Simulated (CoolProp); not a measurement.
R507A at several states: fugacity coefficient from the reference equation and from simpler models built on Tc = 343.8 K, pc = 3.705 MPa, ω = 0.286; each cubic takes its own stable root.

Values from CoolProp's reference Helmholtz-energy equation of state, Lemmon 2003. It is a pseudo-pure fit of the blend.

```csv
T (K),p (MPa),phase,reference
330.4,7.18,liquid,0.3202
219.3,0.101,liquid,0.6785
465.6,0.014,gas,0.9995
268.3,0.196,gas,0.9538
370.1,2.53,gas,0.8172
```

Question: How far does each simpler model (van der Waals, Redlich-Kwong, Soave-Redlich-Kwong, Peng-Robinson) lie from the reference over these 5 states: mean and median of the absolute difference, and the worst?

Answer: 
- van der Waals: mean 14.9 %, median 1.9 %, worst +44.0 % at 219.3 K and 0.101 MPa
- Redlich-Kwong: mean 11.0 %, median 1.1 %, worst +42.7 % at 219.3 K and 0.101 MPa
- Soave-Redlich-Kwong: mean 1.8 %, median 0.7 %, worst +7.3 % at 330.4 K and 7.18 MPa
- Peng-Robinson: mean 0.8 %, median 1.0 %, worst +1.7 % at 330.4 K and 7.18 MPa

At some of these states van der Waals, Redlich-Kwong gives the other phase, because its saturation line lies elsewhere.
